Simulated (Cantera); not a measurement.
Input: 1 mol CuO, 8.4 mol CO, held at 280 Pa.

These are equilibrium values from Cantera (NASA tables, ideal gas, pure condensed phases), not measurements of a reactor. Candidate condensed phases: C, Cu, CuO, Cu₂O; 15 gas species. Rates play no part.

Q: Which condensed phases are stable at each of these points (T (K)): 800, 900, 1000, 1100, 1200, 1300, 1400, 1500, 1600?

A: 
```tsv
T (K)	condensed phases	Cu condensed (%)
800	C(graphite) + Cu(s)	100.0
900	Cu(s)	100.0
1000	Cu(s)	100.0
1100	Cu(s)	100.0
1200	Cu(s)	100.0
1300	Cu(s)	100.0
1400	Cu(l)	99.6
1500	Cu(l)	97.5
1600	Cu(l)	87.9
```

At 800 K the condensed part is C(graphite) + Cu(s). From 900 K to 1300 K the condensed part is Cu(s). From 1400 K to 1600 K the condensed part is Cu(l).
